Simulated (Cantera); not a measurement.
Input (Python, Cantera) and output of one run.

```python
import numpy as np
import cantera as ct

gas_names = [...]  # 95 gases of nasa_gas.yaml made of C, F, H
cond_names = """
    C(gr) C6H6(L) C7H8(L) C8H18(L),n-octa
""".split()


# ... load() reads the species with a 1 bar reference pressure and builds the phases ...
atoms = {
    'CF4': {'C': 1, 'F': 4},
    'H2': {'H': 2},
}
top_T = {'C(gr)': 4500}  # K; cautious upper limits of use, not melting points


# ... equilibrate(T, P, feed) seeds the gas with the atoms and calls Mixture.equilibrate('TP', solver="vcs", rtol=1e-11, max_steps=5000) ...
results = []
feed = {'CF4': 1, 'H2': 0.39}  # mol
P = 630  # Pa
for T in [1123, 1223, 1323, 1423, 1523, 1623, 1723, 1823, 1923]:
    mix = equilibrate(T, P, feed)
    results.append((T, P, feed, dict(zip(mix.species_names, mix.species_moles))))
    x = sorted(zip(gas.X, gas.species_names), reverse=True)
    print(f"T = {T:g} K  P = {P:g} Pa  gas = {mix.phase_moles(0):.4g} mol")
    print("   x: " + "  ".join(f"{s} {v:.3e}" for v, s in x if v > 1e-06))
    print("   condensed (mol): " + ("  ".join(f"{mix.phase(i).name} {mix.phase_moles(i):.4g}"
          for i in range(1, mix.n_phases) if mix.phase_moles(i) > 1e-12) or "none"))
```

Output:

```
T = 1123 K  P = 630 Pa  gas = 1.585 mol
   x: CF4 5.079e-01  HF 4.921e-01
   condensed (mol): C(gr) 0.195
T = 1223 K  P = 630 Pa  gas = 1.585 mol
   x: CF4 5.079e-01  HF 4.921e-01  CF2 2.358e-06  CF3 1.080e-06
   condensed (mol): C(gr) 0.195
T = 1323 K  P = 630 Pa  gas = 1.585 mol
   x: CF4 5.079e-01  HF 4.921e-01  CF2 1.903e-05  CF3 5.861e-06  F 2.498e-06
   condensed (mol): C(gr) 0.195
T = 1423 K  P = 630 Pa  gas = 1.585 mol
   x: CF4 5.078e-01  HF 4.921e-01  CF2 1.140e-04  CF3 2.502e-05  F 1.886e-05  CHF3 1.016e-06
   condensed (mol): C(gr) 0.1949
T = 1523 K  P = 630 Pa  gas = 1.586 mol
   x: CF4 5.073e-01  HF 4.919e-01  CF2 5.378e-04  F 1.092e-04  CF3 8.807e-05  CHF3 1.291e-06
   condensed (mol): C(gr) 0.1946
T = 1623 K  P = 630 Pa  gas = 1.587 mol
   x: CF4 5.058e-01  HF 4.914e-01  CF2 2.085e-03  F 5.095e-04  CF3 2.645e-04  CHF3 1.591e-06
   condensed (mol): C(gr) 0.1934
T = 1723 K  P = 630 Pa  gas = 1.593 mol
   x: CF4 5.009e-01  HF 4.896e-01  CF2 6.858e-03  F 1.985e-03  CF3 6.943e-04  CHF3 1.905e-06  CF 1.861e-06
   condensed (mol): C(gr) 0.19
T = 1823 K  P = 630 Pa  gas = 1.609 mol
   x: CF4 4.875e-01  HF 4.846e-01  CF2 1.956e-02  F 6.633e-03  CF3 1.615e-03  CF 1.175e-05  CHF3 2.202e-06
   condensed (mol): C(gr) 0.1813
T = 1923 K  P = 630 Pa  gas = 1.651 mol
   x: HF 4.725e-01  CF4 4.559e-01  CF2 4.883e-02  F 1.935e-02  CF3 3.327e-03  CF 6.042e-05  CHF3 2.418e-06  C2F4 1.399e-06  H 1.022e-06
   condensed (mol): C(gr) 0.1612
```

These are equilibrium values from Cantera (NASA tables, ideal gas, pure condensed phases), not measurements of a reactor. Gases not in the tables: C2F6 and larger saturated fluorocarbons.
